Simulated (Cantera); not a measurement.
A closed system holds: 1 mol SiHCl3, 0.1 mol Cl2, 22 mol N2, at 735 Torr.

Method: chemical equilibrium by Gibbs-energy minimisation in Cantera with the NASA 1993 tables (ideal gas, pure condensed phases). Candidate condensed phases: NH4Cl, Si, Si3N4; 28 gas species. N2 is the only nitrogen source here; it is nearly inert below about 1500 K, so the nitride shown seldom forms there in practice. The tables' values for SiCl3 are old estimates; treat these amounts as uncertain. Kinetics and transport are ignored. All values below are at 825 °C.

Base state: N2 0.935, HCl 0.0356, SiCl4 0.0255, H2 0.00371, SiHCl3 3.87e-5, SiCl3 3.51e-5 (mole fractions); condensed: Si3N4(s).

Task: What changes in the equilibrium state with this change: pressure from 735 Torr to 1.00 Torr?

Result: 
```tsv
species	before	after
N2	0.935	0.934
HCl	0.0356	0.0398
SiCl4	0.0255	0.0240
H2	0.00371	0.00160
SiCl2	6.80e-7	0.000161
SiCl3	3.51e-5	0.000525
SiHCl3	3.87e-5	1.40e-5
Si3N4(s), mol	0.135	0.142
```
